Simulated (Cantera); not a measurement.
Input (Python, Cantera) and output of one run.

```python
import numpy as np
import cantera as ct

gas_names = """
    Fe FeO Fe(OH)2 H HO2 H2 H2O H2O2 H2S H2SO4 O OH O2 O3 S SH SO SO2 SO3 S2 S2O S8
""".split()
cond_names = """
    Fe(a) Fe(c) Fe(d) Fe(L) FeO(s) FeO(L) Fe(OH)2(s) Fe(OH)3(s) FeS(a) FeS(b) FeS(c) FeS(L) FeSO4(s)
    FeS2(s) Fe2O3(s) Fe2S3O12(s) Fe3O4(s) H2O(s) H2O(L) H2SO4(L) S(cr1) S(cr2) S(L)
""".split()


# ... load() reads the species with a 1 bar reference pressure and builds the phases ...
atoms = {
    'FeS': {'Fe': 1, 'S': 1},
    'H2': {'H': 2},
    'H2O': {'H': 2, 'O': 1},
}
top_T = {'FeSO4(s)': 950, 'FeS2(s)': 1010, 'Fe2O3(s)': 1830, 'Fe2S3O12(s)': 1100, 'Fe3O4(s)': 1870}  # K; cautious upper limits of use, not melting points


# ... equilibrate(T, P, feed) seeds the gas with the atoms and calls Mixture.equilibrate('TP', solver="vcs", rtol=1e-11, max_steps=5000) ...
results = []
feed = {'FeS': 1, 'H2': 170, 'H2O': 5.5}  # mol
T = 1575  # K
P = 4000  # Pa
mix = equilibrate(T, P, feed)
results.append((T, P, feed, dict(zip(mix.species_names, mix.species_moles))))
print(gas.report(threshold=1e-06))
for i in range(1, mix.n_phases):
    print(f"{mix.phase(i).name:16s} {mix.phase_moles(i):12.5e} mol")
```

Output:

```
       temperature   1575 K
          pressure   4000 Pa
           density   0.00082475 kg/m^3
  mean mol. weight   2.7001 kg/kmol
   phase of matter   gas

                          1 kg             1 kmol
                     ---------------   ---------------
          enthalpy        1.1735e+07        3.1687e+07  J
   internal energy        6.8854e+06        1.8591e+07  J
           entropy             78333        2.1151e+05  J/K
    Gibbs function       -1.1164e+08       -3.0144e+08  J
 heat capacity c_p             12310             33239  J/K
 heat capacity c_v            9231.1             24925  J/K

                      mass frac. Y      mole frac. X     chem. pot. / RT
                     ---------------   ---------------   ---------------
                Fe        0.00035329        1.7082e-05            -6.682
                 H        7.6117e-05        0.00020389           -11.001
                H2           0.71892           0.96287           -22.003
               H2O           0.20901          0.031326           -51.622
               H2S          0.066151         0.0052416           -38.793
                 S        5.8628e-05        4.9376e-06            -16.79
                SH          0.002737        0.00022349           -27.792
                SO        2.5288e-05        1.4207e-06            -46.41
                S2         0.0026633        0.00011215           -33.581
     [  +13 minor]        9.0975e-06        5.2925e-07

Fe(c)             9.96988e-01 mol
FeO(s)            0.00000e+00 mol
FeS(L)            0.00000e+00 mol
Fe2O3(s)          0.00000e+00 mol
Fe3O4(s)          0.00000e+00 mol
S(L)              0.00000e+00 mol
```

These are equilibrium values from Cantera (NASA tables, ideal gas, pure condensed phases), not measurements of a reactor.
